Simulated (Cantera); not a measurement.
A closed system holds: 1 mol SiH2Cl2, 240 mol N2, held at 1100 °C and 2300 Pa.

Equilibrium computed with Cantera from the NASA thermochemical tables; the gas is ideal and each condensed phase is pure. Candidate condensed phases: NH4Cl, Si, Si3N4; 28 gas species. N2 is the only nitrogen source here; it is nearly inert below about 1500 K, so the nitride shown seldom forms there in practice. The tables' values for SiCl3 are old estimates; treat these amounts as uncertain. The numbers say what is thermodynamically allowed, not how fast it happens.

Base state: N2 0.992, HCl 0.00672, H2 0.000783, SiCl2 0.000436, SiCl4 9.95e-5, SiCl3 9.69e-5 (mole fractions); condensed: Si3N4(s).

Q: What changes in the equilibrium state with this change: temperature from 1100 °C to 1352 °C?

A: 
```csv
species,before,after
N2,0.992,0.992
HCl,0.00672,0.00406
H2,0.000783,0.00210
SiCl2,0.000436,0.00204
SiCl4,9.95e-5,1.21e-6
H,6.14e-7,2.13e-5
Cl,4.37e-6,3.25e-5
"Si3N4(s), mol",0.282,0.166
```
